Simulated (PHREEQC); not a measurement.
A PHREEQC input (ion-association model, wateq4f.dat):

```
SOLUTION 1
  temp 80
  units mg/L
  pH 6.67
  pe 8.8
  Na 384
  K 1.13
  Ca 1080
  Mg 8.68
  Cl 530
  S(6) 2110 as S
  Alkalinity 876 as HCO3
  B 0.898
  Li 11.3
  Cu(2) 2.52
  Ba 1.74
END
USE solution 1
EQUILIBRIUM_PHASES 1
  CO2(g) -2.5 10
END
```

The run finishes without an error or a warning.

Its last state differs from that of the intended input:

```json
[
 {"quantity": "pH", "as run": "8.45", "intended": "8.38"},
 {"quantity": "ionic strength (mol/kgw)", "as run": "0.142", "intended": "0.0761"},
 {"quantity": "Ca+2 (mol/kgw)", "as run": "0.0100", "intended": "0.0147"},
 {"quantity": "SO4-2 (mol/kgw)", "as run": "0.0504", "intended": "0.0131"},
 {"quantity": "CaSO4 (mol/kgw)", "as run": "0.0139", "intended": "0.00822"},
 {"quantity": "HCO3- (mol/kgw)", "as run": "0.00690", "intended": "0.00554"},
 {"quantity": "SI of Gypsum (CaSO4:2H2O)", "as run": "+0.41", "intended": "+0.17"},
 {"quantity": "SI of Magnesite (MgCO3)", "as run": "+0.16", "intended": "+0.36"}
]
```

Q: One thing in the input isn't as intended. What explains the difference?

A: This is not unique; one that fits is The fault: sulfate typed 'as S' though the number is for SO4. The line should read `as SO4` where the input has `as S`.
